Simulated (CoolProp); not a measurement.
n-heptane at 526.18 K and 0.902 MPa is throttled through a valve to 0.467 MPa with no heat exchange. Each further row changes one setting.

Model: reference Helmholtz-energy equation of state, Span 2003, in CoolProp. It is a short technical equation, of lower accuracy than the large ones.

| case | temperature change (K) | final density (kg/m³) |
|---|---|---|
| as stated | -4.5 | 11.6 |
| outlet pressure 0.14 MPa | -7.6 | 3.32 |
| outlet pressure 0.607 MPa | -3.1 | 15.4 |
